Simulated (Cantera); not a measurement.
Charge: 1 mol C2F6, 0.37 mol HCl, 0.56 mol H2, equilibrated at 2523.15 K.

Equilibrium computed with Cantera from the NASA thermochemical tables; the gas is ideal and each condensed phase is pure. Candidate condensed phases: C, C6H6, C7H8, C8H18; 118 gas species. The feed counts by its element totals alone. Kinetics and transport are ignored.

Q: At 46.0 Pa, list the 7 most abundant gas species with their mole fractions, and the condensed phases.

A: F 0.659, HF 0.236, Cl 0.0589, CF 0.0231, CF2 0.0193, C3 0.00154, H 0.00134. Condensed: C(graphite).
